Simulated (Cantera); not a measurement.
Charge: 1 mol CH₃SiCl₃, 1.1 mol H₂, held at 1.33 mbar.

Cantera equilibrium calculation (NASA polynomials, part measured and part estimated; ideal gas, pure solids and liquids). Candidate condensed phases: C, C₆H₆, C₇H₈, C₈H₁₈, Si, SiC; 109 gas species. The feed counts by its element totals alone. Equilibrium is a limit: real reactors are often held back by kinetics, nucleation or transport.

**Question.** What share of the Si ends up in condensed phases as a function of T (°C), at 627, 727, 827, 927, 1027, 1127, 1227, 1327, 1427, 1527, 1627, 1727, 1827?

**Answer.** 
```json
[
 {"T (°C)": "627", "Si condensed (%)": "42.6", "as": "SiC(s)"},
 {"T (°C)": "727", "Si condensed (%)": "56.2", "as": "SiC(s)"},
 {"T (°C)": "827", "Si condensed (%)": "70.9", "as": "SiC(s)"},
 {"T (°C)": "927", "Si condensed (%)": "82.4", "as": "SiC(s)"},
 {"T (°C)": "1027", "Si condensed (%)": "88.1", "as": "SiC(s)"},
 {"T (°C)": "1127", "Si condensed (%)": "88.1", "as": "SiC(s)"},
 {"T (°C)": "1227", "Si condensed (%)": "84.9", "as": "SiC(s)"},
 {"T (°C)": "1327", "Si condensed (%)": "80.2", "as": "SiC(s)"},
 {"T (°C)": "1427", "Si condensed (%)": "75.1", "as": "SiC(s)"},
 {"T (°C)": "1527", "Si condensed (%)": "69.8", "as": "SiC(s)"},
 {"T (°C)": "1627", "Si condensed (%)": "64.7", "as": "SiC(s)"},
 {"T (°C)": "1727", "Si condensed (%)": "59.6", "as": "SiC(s)"},
 {"T (°C)": "1827", "Si condensed (%)": "52.7", "as": "SiC(s)"}
]
```
